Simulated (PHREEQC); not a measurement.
# Copper plating or etch bath: an equilibrium model

Make-up at 15 °C: 0.0013 mol CuSO4 and 0.04 mol FeCl3 per kg of water. Closed to the air; pH follows from the charge balance.

All values are PHREEQC results (ion-association model, phreeqc.dat), not measurements.

Each row changes one thing in this solution. Precipitation was switched off in this run.

```tsv
case	pH	ionic strength (mol/kgw)	Cl- (mol/kgw)	Fe+3 (mol/kgw)	FeCl+2 (mol/kgw)	Fe2(OH)2+4 (mol/kgw)	SI of Goethite (FeOOH)	SI of Hematite (Fe2O3)
as made	2.07	0.189	0.104	0.0153	0.0112	0.00296	+4.17	+10.29
FeCl3 from 0.04 to 0.2 mol/kgw	1.93	(withheld)	0.409	0.0409	0.0961	0.00414	+3.94	+9.84
CuSO4 left out	2.06	0.189	0.104	0.0159	0.0115	0.00302	+4.15	+10.26
FeCl3 from 0.04 to 0.044 mol/kgw	2.05	0.205	0.114	0.0165	0.0130	0.00315	+4.12	+10.21
diluted 2-fold with water	2.23	(withheld)	0.0553	0.00847	0.00373	0.00172	+4.51	+10.99
temperature from 15 to 35 °C	1.96	0.181	0.103	0.0103	0.0138	0.00390	+4.36	+10.78
```

Q: Fill in the missing entries.

A: 
- FeCl3 from 0.04 to 0.2 mol/kgw, ionic strength (mol/kgw): 0.665
- diluted 2-fold with water, ionic strength (mol/kgw): 0.101

Species that the database lacks are ignored. Some of these states are supersaturated (in Hematite (slow to form), Goethite (slow to form), for instance).
